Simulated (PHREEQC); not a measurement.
A column of 1 m (30 cells, dispersivity 0.08 m, 3600 s a shift, diffusion coefficient 3e-10 m²/s) holds 0.012 eq of the database's cation exchanger X per kg of pore water, first in equilibrium with 0.58 mmol/kgw KBr, 8.4 mmol/kgw KCl, 24 mmol/kgw SrCl2 and 0.01 mmol/kgw HCl. It is flushed with 23 mmol/kgw KCl and 0.01 mmol/kgw HCl, at 25 °C. Values are for the last cell. The system is closed to CO2. No solid was allowed to form.

Base run: PHREEQC, ion-association model, phreeqc.dat. Each further column changes one thing. The table gives Sr in solution (mol/kgw).

```json
[
 {"pore volumes": "0", "base": "0.0240", "exchange capacity from 0.012 to 0.006 eq/kgw": "0.0240", "dispersivity from 0.08 to 0.16 m": "0.0240"},
 {"pore volumes": "0.55", "base": "0.0224", "exchange capacity from 0.012 to 0.006 eq/kgw": "0.0222", "dispersivity from 0.08 to 0.16 m": "0.0203"},
 {"pore volumes": "1.217", "base": "0.00810", "exchange capacity from 0.012 to 0.006 eq/kgw": "0.00714", "dispersivity from 0.08 to 0.16 m": "0.00799"},
 {"pore volumes": "1.75", "base": "0.00331", "exchange capacity from 0.012 to 0.006 eq/kgw": "0.00241", "dispersivity from 0.08 to 0.16 m": "0.00379"},
 {"pore volumes": "2.283", "base": "0.00172", "exchange capacity from 0.012 to 0.006 eq/kgw": "0.00104", "dispersivity from 0.08 to 0.16 m": "0.00209"},
 {"pore volumes": "2.817", "base": "0.00104", "exchange capacity from 0.012 to 0.006 eq/kgw": "0.000533", "dispersivity from 0.08 to 0.16 m": "0.00131"},
 {"pore volumes": "3.483", "base": "0.000624", "exchange capacity from 0.012 to 0.006 eq/kgw": "0.000259", "dispersivity from 0.08 to 0.16 m": "0.000815"},
 {"pore volumes": "4.017", "base": "0.000434", "exchange capacity from 0.012 to 0.006 eq/kgw": "0.000151", "dispersivity from 0.08 to 0.16 m": "0.000587"}
]
```
